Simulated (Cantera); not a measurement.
Feed: 1 mol TEOS, 1.7 mol NO, held at 1075 K and 21.0 Pa.

Method: chemical equilibrium by Gibbs-energy minimisation in Cantera with the NASA 1993 tables (ideal gas, pure condensed phases). Candidate condensed phases: C, C₆H₆, C₇H₈, C₈H₁₈, H₂O, Si, SiC, SiO₂, Si₂N₂O, Si₃N₄; 151 gas species. The feed counts by its element totals alone. Rates play no part.

Base state: H₂ 0.687, CO 0.254, N₂ 0.0584 (mole fractions); condensed: C(graphite) + SiO₂(β-quartz).

**Question.** What changes in the equilibrium state with this change: NO from 1.7 to 5.3 mol?

**Answer.** 
```csv
species,before,after
H₂,0.687,0.501
CO,0.254,0.366
N₂,0.0584,0.133
"C(graphite), mol",4.30,0.700
"SiO₂(β-quartz), mol",1.000,1.000
```
